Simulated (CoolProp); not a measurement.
Saturation properties of n-undecane.

Computed with CoolProp (reference Helmholtz-energy equation of state, Aleksandrov 2011). It is a short technical equation, of lower accuracy than the large ones.

| T (K) | p (kPa) | liquid density (kg/m³) | vapour density (kg/m³) | liquid cp (kJ/(kg K)) |
|---|---|---|---|---|
| 403 | 14.37 | 655.4 | 0.6826 | 2.608 |
| 427.9 | (withheld) | 635.0 | 1.490 | (withheld) |
| 452.7 | 66.87 | (withheld) | 2.929 | (withheld) |
| 477.6 | 124.7 | 591.4 | 5.334 | 2.920 |
| 502.4 | 215.6 | 567.3 | (withheld) | (withheld) |
| 527.3 | 351.9 | 540.9 | 14.99 | 3.146 |
| 552.2 | 546.7 | 511.3 | 23.94 | 3.280 |
| 577 | 815.5 | 476.8 | 37.88 | 3.450 |
| 601.9 | 1182 | 433.0 | 61.55 | 3.737 |

### Question
Fill in the missing entries.

### Answer

- 427.9, p (kPa): 32.83
- 427.9, liquid cp (kJ/(kg K)): 2.710
- 452.7, liquid density (kg/m³): 613.8
- 452.7, liquid cp (kJ/(kg K)): 2.814
- 502.4, vapour density (kg/m³): 9.127
- 502.4, liquid cp (kJ/(kg K)): 3.029

It boils at 468.9 K under 1 atm.
